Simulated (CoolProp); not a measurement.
Vapour-liquid equilibrium of methanol (1) + dimethyl carbonate (2) at 441.8 K; x and y are mole fractions of (1).

Model: multi-fluid Helmholtz-energy mixture model, de Reuck 1993 and Zhou 2011; pair parameters Bell 2016, in CoolProp.

```tsv
x	bubble pressure, mixture model (MPa)	bubble pressure, Raoult's law (MPa)	y, mixture model	y, Raoult's law
0.05	0.8840	0.8138	0.173	0.131
0.15	1.122	0.9527	0.378	0.336
0.25	1.321	1.092	0.503	0.489
0.35	1.490	1.231	0.591	0.607
0.45	1.633	1.370	[?]	0.701
0.55	[?]	1.509	0.719	0.778
0.65	[?]	1.647	0.774	0.842
0.75	1.961	1.786	0.830	0.896
0.85	[?]	1.925	0.890	0.942
0.95	[?]	2.064	0.959	0.982
```

Task: Some entries are withheld; supply them.

Result: 
- 0.45, y, mixture model: 0.660
- 0.55, bubble pressure, mixture model (MPa): 1.757
- 0.65, bubble pressure, mixture model (MPa): 1.866
- 0.85, bubble pressure, mixture model (MPa): 2.044
- 0.95, bubble pressure, mixture model (MPa): 2.109

The largest gap from Raoult's law is +21.0 % in bubble pressure, at x = 0.35. No azeotrope shows between x = 0.05 and 0.95.

The pair parameters rest on a limited set of measurements; away from them the model extrapolates.
